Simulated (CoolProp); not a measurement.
Vapour-liquid equilibrium of isohexane (1) + n-hexane (2) at 239.1 K; x and y are mole fractions of (1).

Values from CoolProp's multi-fluid Helmholtz-energy mixture model, Lemmon 2006 and Thol 2019; pair parameters Bell 2016.

Q: Give the bubble pressure and the first vapour's composition at x = 0.425, 0.725, 0.8. Is there an azeotrope?

A: x = 0.425: 0.9227 kPa, y = 0.553; x = 0.725: 1.059 kPa, y = 0.809; x = 0.8: 1.091 kPa, y = 0.864. No azeotrope shows between x = 0.05 and 0.95.

Pair parameters are fitted to limited data, so mixtures are less certain than the pure fluids.
